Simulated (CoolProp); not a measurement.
Ethanol at several states: density (kg/m³) from the reference equation and from simpler models built on Tc = 241.6 °C, pc = 62.68 bar, ω = 0.644; each cubic takes its own stable root.

The numbers come from the reference Helmholtz-energy equation of state, Schroeder 2014 in CoolProp.

```csv
T (°C),p (bar),phase,reference
237.95,0.724,gas,0.7877
94.55,1.97,liquid,719.9
241.55,7.48,gas,8.358
```

Task: How far does each simpler model (van der Waals, Redlich-Kwong, Soave-Redlich-Kwong, Peng-Robinson) lie from the reference over these 3 states: mean and median of the absolute difference, and the worst?

Result: 
- van der Waals: mean 33.2 %, median 0.0 %, worst -99.6 % at 94.55 °C and 1.97 bar
- Redlich-Kwong: mean 33.4 %, median 0.5 %, worst -99.6 % at 94.55 °C and 1.97 bar
- Soave-Redlich-Kwong: mean 5.5 %, median 0.5 %, worst -15.8 % at 94.55 °C and 1.97 bar
- Peng-Robinson: mean 2.0 %, median 1.0 %, worst -4.9 % at 94.55 °C and 1.97 bar

At some of these states van der Waals, Redlich-Kwong gives the other phase, because its saturation line lies elsewhere.
